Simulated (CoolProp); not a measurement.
A single-stage vapour-compression cycle with R125: evaporating at 214.15 K (dew point), condensing at 234.15 K (bubble point), superheat 5 K, subcooling 8 K, compressor efficiency 0.85, no pressure losses. Each further row changes one setting.

Values from CoolProp's reference Helmholtz-energy equation of state, Lemmon 2005.

```tsv
case	cooling COP	pressure ratio	discharge temperature (K)	refrigerating effect (kJ/kg)	volumetric capacity (kJ/m³)
as stated	8.86	2.70	247.8	160	621
evaporating temperature 219.15 K	…	2.07	…	163	814
condensing temperature 229.15 K	12.0	2.15	241.1	166	643
subcooling 13 K	9.16	2.70	247.8	166	643
superheat 15 K	…	2.70	258.2	167	617
compressor efficiency 0.75	7.81	2.70	…	160	621
```

Problem. What belongs in the gaps?

Solution. 
- evaporating temperature 219.15 K, cooling COP: 12.3
- evaporating temperature 219.15 K, discharge temperature (K): 245.3
- superheat 15 K, cooling COP: 8.80
- compressor efficiency 0.75, discharge temperature (K): 251.1
